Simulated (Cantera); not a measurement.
Mixture: CH₄ : O₂ : N₂ : H₂O = 1 : 4.17 : 15.7 : 2.7 (molar parts), equivalence ratio 0.48, at 5.00 bar, adiabatic and at constant volume. Ignition delay is the time to a rise of 400 K.

Detailed kinetics in Cantera: GRI-Mech 3.0 (53 species, 325 reactions).

Question: What does this change do: pressure from 5.00 bar to 1.00 bar?

Answer: 
```
quantity                                                before       after
--------------------------------------------------  ----------  ----------
delay at 1250 K                                        4.15 ms     19.3 ms
delay at 1350 K                                        1.35 ms     5.49 ms
delay at 1450 K                                       0.479 ms     1.77 ms
delay at 1550 K                                       0.184 ms    0.660 ms
delay at 1650 K                                        76.9 µs    0.285 ms
delay at 1750 K                                        35.6 µs    0.139 ms
apparent activation energy between 1550 and 1750 K  190 kJ/mol  180 kJ/mol
```

Question: What does this change do: pressure from 5.00 bar to 0.550 bar?

Answer: 
```tsv
quantity	before	after
delay at 1250 K	4.15 ms	31.8 ms
delay at 1350 K	1.35 ms	8.72 ms
delay at 1450 K	0.479 ms	2.80 ms
delay at 1550 K	0.184 ms	1.07 ms
delay at 1650 K	76.9 µs	0.477 ms
delay at 1750 K	35.6 µs	0.239 ms
apparent activation energy between 1550 and 1750 K	190 kJ/mol	170 kJ/mol
```
